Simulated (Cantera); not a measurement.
**Equilibrium for silicon nitride deposition: trisilylamine + N₂**

Charge: 1 mol trisilylamine, 0.55 mol N₂, held at 0.950 bar.

Cantera equilibrium calculation (NASA polynomials, part measured and part estimated; ideal gas, pure solids and liquids). Candidate condensed phases: Si, Si₃N₄; 18 gas species. The feed counts by its element totals alone. Mutual solubility and eutectic melting of coexisting phases are not modelled. Gases not in the tables: Si₂H₆ and higher silanes. Kinetics and transport are ignored.

| T (K) | x H₂ | x N₂ | x H | x SiH₂ | x Si | x SiH | x NH₃ | n Si(s) | n Si₃N₄(s) | n Si(l) |
|---|---|---|---|---|---|---|---|---|---|---|
| 773 | 1.00 | <1e-12 | <1e-12 | <1e-12 | <1e-12 | <1e-12 | 2.12e-11 | 1.43 | 0.525 | 0 |
| 973 | 1.00 | 4.95e-12 | 1.11e-9 | 4.19e-11 | <1e-12 | <1e-12 | 1.48e-9 | 1.43 | 0.525 | 0 |
| 1173 | 1.000 | 1.27e-8 | 1.21e-7 | 6.81e-9 | <1e-12 | 9.09e-12 | 2.33e-8 | 1.43 | 0.525 | 0 |
| 1373 | 1.000 | 3.23e-6 | 3.42e-6 | 2.51e-7 | 4.08e-10 | 2.26e-9 | 1.61e-7 | 1.43 | 0.525 | 0 |
| 1573 | 1.000 | 0.000196 | 4.17e-5 | 3.67e-6 | 5.79e-8 | 1.36e-7 | 6.68e-7 | 1.43 | 0.525 | 0 |
| 1773 | 0.994 | 0.00592 | 0.000291 | 2.45e-5 | 2.24e-6 | 2.69e-6 | 2.24e-6 | 0 | 0.512 | 1.47 |
| 1973 | 0.878 | 0.121 | 0.00130 | 7.98e-5 | 3.32e-5 | 2.19e-5 | 5.71e-6 | 0 | 0.216 | 2.35 |
x: gas mole fraction; n: condensed amount in mol.

From 773 K to 1573 K the condensed part is Si(s) + Si₃N₄(s). From 1773 K to 1973 K the condensed part is Si(l) + Si₃N₄(s). The main Si-bearing gas is SiH₄ at 773 K and SiH₂ at 1973 K.
